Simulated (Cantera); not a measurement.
Input: 1 mol Fe, 0.26 mol O2, 21 mol H2, held at 1652 °C and 1.00 bar.

Cantera equilibrium calculation (NASA polynomials, part measured and part estimated; ideal gas, pure solids and liquids). Candidate condensed phases: Fe, FeO, Fe(OH)2, Fe(OH)3, Fe2O3, Fe3O4, H2O; 12 gas species. Equilibrium is a limit: real reactors are often held back by kinetics, nucleation or transport.

Base state: H2 0.974, H2O 0.0247, H 0.000944, Fe 0.000152 (mole fractions); condensed: Fe(l).

What changes in the equilibrium state with this change: Fe replaced by Al?


| species | before | after |
|---|---|---|
| H2 | 0.974 | 0.989 |
| Al2O | 0 | 0.00651 |
| Al | 0 | 0.00297 |
| H2O | 0.0247 | 1.67e-6 |
| Fe | 0.000152 | 0 |
| AlH | 0 | 0.000979 |
| AlOH | 0 | 1.40e-5 |
| H | 0.000944 | 0.000951 |
| Fe(l), mol | 0.997 | 0 |
| Al(l), mol | 0 | 0.385 |
| Al2O3(s), mol | 0 | 0.127 |
Mutual solubility and eutectic melting of coexisting phases are not modelled. The tables' values for AlOH are old estimates; treat these amounts as uncertain. Further candidate phases: Al, Al2O3.
